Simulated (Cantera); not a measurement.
Input: 1 mol SiHCl3, 51 mol N2, 0.2 mol H2, 5.9 mol NH3, equilibrated at 2900 Pa.

Equilibrium computed with Cantera from the NASA thermochemical tables; the gas is ideal and each condensed phase is pure. Candidate condensed phases: NH4Cl, Si, Si3N4; 28 gas species. Gases not in the tables: Si2H6 and higher silanes. The numbers say what is thermodynamically allowed, not how fast it happens.

### Question
What share of the Si ends up in condensed phases as a function of T (K), at 1398, 1448, 1498, 1548, 1598, 1648, 1698, 1748, 1798, 1848, 1898, 1948?

### Answer
```tsv
T (K)	Si condensed (%)	as
1398	98.6	Si3N4(s)
1448	97.2	Si3N4(s)
1498	94.6	Si3N4(s)
1548	90.3	Si3N4(s)
1598	83.8	Si3N4(s)
1648	75.1	Si3N4(s)
1698	64.4	Si3N4(s)
1748	52.5	Si3N4(s)
1798	40.1	Si3N4(s)
1848	27.3	Si3N4(s)
1898	22.7	Si(l)
1948	20.8	Si(l)
```
